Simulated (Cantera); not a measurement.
## Adiabatic ignition

An adiabatic, constant-pressure homogeneous reactor starts with 2.26 % C₃H₈, 20.5 % O₂, 77.2 % N₂, equivalence ratio 0.55, at 1523 K and 350000 Pa.

Cantera simulation using GRI-Mech 3.0 (53 species, 325 reactions); the numbers are that mechanism's predictions, not measurements. GRI-Mech 3.0 was tuned for natural gas; its chemistry of propane as a main component is partial and can be far from experiment.

```csv
t (s),T (K),x C₃H₈,x O₂,x C₂H₆,x NO,x HO₂
8.00e-6,1518,0.0194,0.203,0.000397,1.25e-11,0.000106
1.84e-5,1538,0.0122,0.196,0.00132,1.68e-10,0.000309
4.23e-5,2329,<1e-12,0.0909,<1e-12,5.20e-5,1.59e-5
9.72e-5,2540,<1e-12,0.0893,<1e-12,0.000301,1.03e-5
0.000223,2567,<1e-12,0.0888,<1e-12,0.000764,1.09e-5
0.000513,2565,<1e-12,0.0883,<1e-12,0.00176,1.09e-5
0.00118,2562,<1e-12,0.0873,<1e-12,0.00383,1.07e-5
0.00271,2556,<1e-12,0.0855,<1e-12,0.00754,1.04e-5
0.00623,2549,<1e-12,0.0833,<1e-12,0.0121,1.00e-5
0.0143,2545,<1e-12,0.0820,<1e-12,0.0148,9.80e-6
0.0329,2544,<1e-12,0.0819,<1e-12,0.0151,9.77e-6
0.0757,2544,<1e-12,0.0819,<1e-12,0.0151,9.77e-6
0.174,2544,<1e-12,0.0819,<1e-12,0.0151,9.77e-6
0.400,2544,<1e-12,0.0819,<1e-12,0.0151,9.77e-6
```
x: mole fraction; the columns are a selection and need not sum to one.

The time of steepest temperature rise is 28.6 µs, the temperature at 0.400 s comes out as 2544 K and the equilibrium temperature is 2544 K. The x(C₃H₈) at 0.400 s is <1e-12 (gas-phase equilibrium <1e-12), the x(O₂) at 0.400 s is 0.0819 (gas-phase equilibrium 0.0819) and the x(C₂H₆) at 0.400 s comes out as <1e-12 (gas-phase equilibrium <1e-12).
